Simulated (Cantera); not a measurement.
A closed system holds: 1 mol SiO2, 0.89 mol C, 0.29 mol N2, equilibrated at 1725 °C and 0.630 bar.

These are equilibrium values from Cantera (NASA tables, ideal gas, pure condensed phases), not measurements of a reactor. Candidate condensed phases: C, Si, SiC, SiO2, Si2N2O, Si3N4; 34 gas species. Mutual solubility and eutectic melting of coexisting phases are not modelled. The tables hold silica as quartz up to 1696 K and as liquid above; real silica turns to tridymite and cristobalite and melts near 1996 K. Equilibrium is a limit: real reactors are often held back by kinetics, nucleation or transport.

Base state: CO 0.730, SiO 0.206, N2 0.0633, CO2 8.58e-5, Si 1.13e-5 (mole fractions); condensed: SiO2(l) + Si2N2O(s).

**Question.** What changes in the equilibrium state with this change: temperature from 1725 °C to 1852 °C?

**Answer.** 
```
species          before     after
--------------  -------  --------
SiO               0.206     0.430
CO                0.730     0.430
N2               0.0633     0.140
Si              1.13e-5   2.29e-5
CO2             8.58e-5  0.000142
SiO2(l), mol      0.323     0.110
Si2N2O(s), mol    0.213         0
```

**Question.** What changes in the equilibrium state with this change: pressure from 0.630 bar to 0.100 bar?

**Answer.** 
| species | before | after |
|---|---|---|
| SiO | 0.206 | 0.430 |
| CO | 0.730 | 0.430 |
| N2 | 0.0633 | 0.140 |
| CO2 | 8.58e-5 | 0.000153 |
| Si | 1.13e-5 | 7.81e-6 |
| SiO2(l), mol | 0.323 | 0.110 |
| Si2N2O(s), mol | 0.213 | 0 |
